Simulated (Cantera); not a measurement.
What does this Cantera script print?

```python
import numpy as np
import cantera as ct

gas_names = [...]  # 113 gases of nasa_gas.yaml made of C, H, O, Ta
cond_names = """
    C(gr) C6H6(L) C7H8(L) C8H18(L),n-octa H2O(s) H2O(L) Ta(cr) Ta(L) TaC(s) TaC(L) Ta2O5(s) Ta2O5(L)
""".split()


# ... load() reads the species with a 1 bar reference pressure and builds the phases ...
atoms = {
    'Ta(OEt)5': {'Ta': 1, 'C': 10, 'H': 25, 'O': 5},
    'CH4': {'C': 1, 'H': 4},
    'H2O': {'H': 2, 'O': 1},
}
top_T = {'C(gr)': 4500}  # K; cautious upper limits of use, not melting points


# ... equilibrate(T, P, feed) seeds the gas with the atoms and calls Mixture.equilibrate('TP', solver="vcs", rtol=1e-11, max_steps=5000) ...
results = []
feed = {'Ta(OEt)5': 1, 'CH4': 0.91, 'H2O': 0.27}  # mol
P = 4000  # Pa
for T in [825, 1025, 1225, 1425, 1625, 1825, 2025, 2225, 2425, 2625]:
    mix = equilibrate(T, P, feed)
    results.append((T, P, feed, dict(zip(mix.species_names, mix.species_moles))))

top = {s: max(r[3][s] / sum(r[3][g] for g in gas_names) for r in results) for s in gas_names}
cols = sorted((s for s in top if top[s] > 0.0001), key=lambda s: -top[s])[:8]
seen = [c for c in cond_names if any(r[3].get(c, 0) > 1e-12 for r in results)]
print("log10 of partial pressures in bar; condensed amounts in mol")
print(f"{'T/K':>10s}" + "".join(f"{s[:9]:>10s}" for s in cols + seen))
for T, P, feed, n in results:
    ng = sum(n[g] for g in gas_names)
    print(f"{T:10.4g}" + "".join(f"{np.log10(max(n[s] / ng * P / 1e5, 1e-99)):10.3f}" for s in cols)
          + "".join(f"{n.get(c, 0):10.4g}" for c in seen))
```

Output:

```
log10 of partial pressures in bar; condensed amounts in mol
       T/K        H2        CO         H       H2O       CH4       CO2 C2H2,acet       C2H     C(gr)    TaC(s)  Ta2O5(s)
       825    -1.484    -2.408   -11.843    -2.791    -3.012    -3.162   -12.925   -29.370     8.675         0       0.5
      1025    -1.475    -2.199    -9.098    -4.250    -4.083    -4.862   -10.131   -22.371     8.135         0       0.5
      1225    -1.532    -1.974    -7.272    -5.213    -4.946    -5.822    -8.322   -17.698     4.638         1         0
      1425    -1.532    -1.974    -5.932    -6.024    -5.488    -6.823    -6.985   -14.322     4.639         1         0
      1625    -1.532    -1.974    -4.918    -6.632    -5.897    -7.567    -5.981   -11.782     4.638         1         0
      1825    -1.533    -1.975    -4.123    -7.106    -6.215    -8.140    -5.201    -9.803     4.633         1         0
      2025    -1.536    -1.976    -3.484    -7.486    -6.474    -8.595    -4.580    -8.218     4.614         1         0
      2225    -1.547    -1.980    -2.962    -7.806    -6.698    -8.969    -4.080    -6.926     4.556         1         0
      2425    -1.574    -1.990    -2.534    -8.096    -6.918    -9.288    -3.682    -5.857     4.422         1         0
      2625    -1.632    -2.011    -2.188    -8.385    -7.171    -9.579    -3.380    -4.971     4.165         1         0
```

Cantera equilibrium calculation (NASA polynomials, part measured and part estimated; ideal gas, pure solids and liquids). The feed counts by its element totals alone. TaC: taken at fixed stoichiometry. Condensed phases not in the tables: Ta2C.
